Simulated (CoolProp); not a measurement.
Properties of cis-2-butene along the isobar 101 kPa.

Computed with CoolProp (reference Helmholtz-energy equation of state, Lemmon 2005). It is a short technical equation, of lower accuracy than the large ones.

```tsv
T (K)	phase	density (kg/m³)
306.1	gas	2.290
328	gas	2.124
349.9	gas	1.982
371.8	gas	1.859
393.7	gas	1.752
415.5	gas	1.656
437.4	gas	1.571
459.3	gas	1.494
481.2	gas	1.425
503.1	gas	1.362
525	gas	1.304
```
